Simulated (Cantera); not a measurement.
A Cantera script and its output.

```python
import numpy as np
import cantera as ct

gas = ct.Solution("h2o2.yaml")
gas.TPX = 975, 100000, {'H2': 0.67, 'O2': 1, 'N2': 14}
reactor = ct.IdealGasConstPressureReactor(gas, energy="off", clone=False)
net = ct.ReactorNet([reactor])
net.rtol, net.atol = 1e-08, 1e-18
show = ['H2', 'O2', 'HO2', 'H2O2', 'O', 'OH', 'H']
times = np.geomspace(8e-06, 100, 14)

steps = ct.SolutionArray(gas, extra=["t"])
rows = []
print(f"{'t/s':>10s}{'T/K':>9s}{'P/Pa':>11s}" + "".join(f"{s:>11s}" for s in show))
for t in times:
    while net.time < t:
        t_next = net.step()
        steps.append(gas.state, t=t_next)
    rows.append([np.interp(t, steps.t, y) for y in (steps.T, steps.P, *steps(*show).X.T)])
    print(f"{t:10.3e}{rows[-1][0]:9.1f}{rows[-1][1]:11.4g}" + "".join(f"{x:11.3e}" for x in rows[-1][2:]))
rate = np.gradient(steps.T, steps.t)
print("integrator steps:", len(steps.t))
if steps.T.max() > steps.T[0] + 200:
    print(f"time of steepest temperature rise: {steps.t[rate.argmax()]:.4e} s")
gas.TPX = 975, 100000, {'H2': 0.67, 'O2': 1, 'N2': 14}
gas.equilibrate("TP")
print(f"equilibrium (TP): T = {gas.T:.1f} K  " + "  ".join(f"{s} {gas[s].X[0]:.3e}" for s in show))
```

It prints:

```
       t/s      T/K       P/Pa         H2         O2        HO2       H2O2          O         OH          H
 8.000e-06    975.0      1e+05  4.276e-02  6.382e-02  9.248e-12  8.474e-16  6.718e-13  3.364e-13  6.540e-12
 2.812e-05    975.0      1e+05  4.276e-02  6.382e-02  4.278e-11  1.283e-14  4.528e-12  1.599e-12  2.082e-11
 9.884e-05    975.0      1e+05  4.276e-02  6.382e-02  2.955e-10  2.660e-13  2.525e-11  7.983e-12  8.868e-11
 3.474e-04    975.0      1e+05  4.276e-02  6.382e-02  5.516e-09  1.242e-11  2.948e-10  9.099e-11  9.705e-10
 1.221e-03    975.0      1e+05  4.275e-02  6.381e-02  4.595e-06  3.491e-08  2.350e-07  8.134e-08  7.800e-07
 4.292e-03    975.0      1e+05  7.428e-03  4.689e-02  2.906e-05  1.678e-05  3.155e-06  2.561e-06  3.170e-06
 1.509e-02    975.0      1e+05  6.461e-03  4.641e-02  2.286e-05  4.786e-05  9.830e-07  8.098e-07  9.124e-07
 5.303e-02    975.0      1e+05  4.036e-03  4.526e-02  1.877e-05  4.633e-05  7.654e-07  7.095e-07  5.189e-07
 1.864e-01    975.0      1e+05  1.284e-03  4.396e-02  9.738e-06  1.599e-05  3.572e-07  4.275e-07  1.101e-07
 6.551e-01    975.0      1e+05  1.942e-04  4.346e-02  2.533e-06  1.222e-06  6.191e-08  1.644e-07  6.757e-09
 2.303e+00    975.0      1e+05  2.624e-05  4.338e-02  4.736e-07  4.406e-08  3.758e-09  4.450e-08  2.513e-10
 8.094e+00    975.0      1e+05  4.007e-06  4.337e-02  8.877e-08  1.662e-09  2.132e-10  1.337e-08  1.272e-11
 2.845e+01    975.0      1e+05  3.271e-07  4.336e-02  9.957e-09  3.546e-11  1.153e-11  6.742e-09  6.398e-13
 1.000e+02    975.0      1e+05  1.396e-11  4.336e-02  1.630e-10  9.731e-12  7.863e-12  2.240e-08  3.463e-15
integrator steps: 2197
equilibrium (TP): T = 975.0 K  H2 8.596e-12  O2 4.336e-02  HO2 1.251e-10  H2O2 1.845e-11  O 1.512e-11  OH 3.113e-08  H 3.376e-15
```

Computed with Cantera and the H2/O2 subset of GRI-Mech 3.0, which has no nitrogen chemistry. The temperature is held fixed by assumption; the heat of reaction is taken as removed at once.
